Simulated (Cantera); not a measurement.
Feed: 1 mol SiH₂Cl₂, 0.26 mol NH₃, 0.22 mol H₂, at 1823 K and 100 Torr.

Equilibrium computed with Cantera from the NASA thermochemical tables; the gas is ideal and each condensed phase is pure. Candidate condensed phases: NH₄Cl, Si, Si₃N₄; 28 gas species. The tables' values for SiCl₃, SiCl are old estimates; treat these amounts as uncertain. Gases not in the tables: Si₂H₆ and higher silanes. The numbers say what is thermodynamically allowed, not how fast it happens.

Base state: H₂ 0.490, SiCl₂ 0.246, HCl 0.201, N₂ 0.0478, SiCl₃ 0.0118, SiCl₄ 0.000872, H 0.000831, SiHCl₃ 0.000564 (mole fractions); condensed: Si(l).

### Question
What changes in the equilibrium state with this change: SiH₂Cl₂ replaced by trisilylamine?

### Answer
```tsv
species	before	after
H₂	0.490	0.903
N₂	0.0478	0.0957
H	0.000831	0.00113
SiCl₂	0.246	0
HCl	0.201	0
SiCl₃	0.0118	0
Si	3.32e-5	3.32e-5
SiCl₄	0.000872	0
SiHCl₃	0.000564	0
Si(l), mol	0.292	2.87
Si₃N₄(s), mol	0	0.0446
```
The feed counts by its element totals alone. Mutual solubility and eutectic melting of coexisting phases are not modelled.
